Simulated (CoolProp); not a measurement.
Octamethyltrisiloxane (MDM) along the isobar 5.45 MPa: Z from the reference equation and from simpler models built on Tc = 565.4 K, pc = 1.438 MPa, ω = 0.528; each cubic takes its own stable root.

The numbers come from the reference Helmholtz-energy equation of state, Thol 2017 in CoolProp.

| T (K) | phase | reference |
|---|---|---|
| 389.3 | liquid | 0.5428 |
| 404.7 | liquid | 0.5336 |
| 420.2 | liquid | 0.5257 |
| 435.7 | liquid | 0.5192 |
| 451.2 | liquid | 0.5139 |
| 466.7 | liquid | 0.5100 |
| 482.1 | liquid | 0.5075 |
| 497.6 | liquid | 0.5063 |
| 513.1 | liquid | 0.5066 |
| 528.6 | liquid | 0.5085 |
| 544 | liquid | 0.5122 |
| 559.5 | liquid | 0.5180 |
| 575 | supercritical | 0.5260 |

Task: How far does each simpler model (Redlich-Kwong, Soave-Redlich-Kwong) lie from the reference over these 13 states: mean and median of the absolute difference, and the worst?

Result: 
- Redlich-Kwong: mean 11.7 %, median 12.1 %, worst +13.9 % at 389.3 K and 5.45 MPa
- Soave-Redlich-Kwong: mean 7.8 %, median 7.6 %, worst +9.3 % at 575 K and 5.45 MPa
